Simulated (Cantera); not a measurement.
What does this Cantera script print?

```python
import numpy as np
import cantera as ct

gas = ct.Solution("SiF4_NH3_mec.yaml", "gas")
gas.TPX = 2325, 11000, {'NH3': 1, 'N2': 4.8}
reactor = ct.IdealGasConstPressureReactor(gas, energy="off", clone=False)
net = ct.ReactorNet([reactor])
net.rtol, net.atol = 1e-08, 1e-18
show = ['NH3', 'H', 'NH2', 'N2H4', 'N2H2', 'N', 'NH']
times = np.geomspace(4e-06, 200, 9)

steps = ct.SolutionArray(gas, extra=["t"])
rows = []
print(f"{'t/s':>10s}{'T/K':>9s}{'P/Pa':>11s}" + "".join(f"{s:>11s}" for s in show))
for t in times:
    while net.time < t:
        t_next = net.step()
        steps.append(gas.state, t=t_next)
    rows.append([np.interp(t, steps.t, y) for y in (steps.T, steps.P, *steps(*show).X.T)])
    print(f"{t:10.3e}{rows[-1][0]:9.1f}{rows[-1][1]:11.4g}" + "".join(f"{x:11.3e}" for x in rows[-1][2:]))
rate = np.gradient(steps.T, steps.t)
print("integrator steps:", len(steps.t))
if steps.T.max() > steps.T[0] + 200:
    print(f"time of steepest temperature rise: {steps.t[rate.argmax()]:.4e} s")
gas.TPX = 2325, 11000, {'NH3': 1, 'N2': 4.8}
gas.equilibrate("TP")
print(f"equilibrium (TP): T = {gas.T:.1f} K  " + "  ".join(f"{s} {gas[s].X[0]:.3e}" for s in show))
```

It prints:

```
       t/s      T/K       P/Pa        NH3          H        NH2       N2H4       N2H2          N         NH
 4.000e-06   2325.0    1.1e+04  1.724e-01  5.199e-06  2.828e-05  3.974e-12  1.384e-10  1.448e-12  4.693e-09
 3.668e-05   2325.0    1.1e+04  1.721e-01  5.549e-06  2.994e-04  4.761e-10  3.069e-08  2.504e-09  7.689e-07
 3.364e-04   2325.0    1.1e+04  1.692e-01  2.020e-05  2.081e-03  2.314e-08  2.890e-06  3.567e-07  2.901e-05
 3.084e-03   2325.0    1.1e+04  1.416e-01  1.540e-04  1.693e-03  1.532e-08  3.473e-06  4.294e-06  5.875e-05
 2.828e-02   2325.0    1.1e+04  3.169e-02  8.640e-04  4.829e-04  1.246e-09  5.897e-07  8.512e-06  4.397e-05
 2.594e-01   2325.0    1.1e+04  1.502e-06  1.228e-02  2.759e-07  4.045e-16  2.121e-12  8.503e-07  3.381e-07
 2.378e+00   2325.0    1.1e+04  1.192e-07  1.535e-02  2.760e-08  4.072e-18  3.138e-13  1.352e-07  4.264e-08
 2.181e+01   2325.0    1.1e+04  1.191e-07  1.535e-02  2.758e-08  4.068e-18  3.138e-13  1.351e-07  4.261e-08
 2.000e+02   2325.0    1.1e+04  1.191e-07  1.535e-02  2.758e-08  4.068e-18  3.138e-13  1.351e-07  4.261e-08
integrator steps: 1832
equilibrium (TP): T = 2325.0 K  NH3 1.191e-07  H 1.535e-02  NH2 2.758e-08  N2H4 4.068e-18  N2H2 3.138e-13  N 1.351e-07  NH 4.261e-08
```

Model: the gas-phase N/H chemistry of the illustrative SiF4/NH3 mechanism in the Surface Chemkin manual (1991), integrated in Cantera. Walls and surfaces, which speed up NH3 decomposition in real reactors, are not modelled.
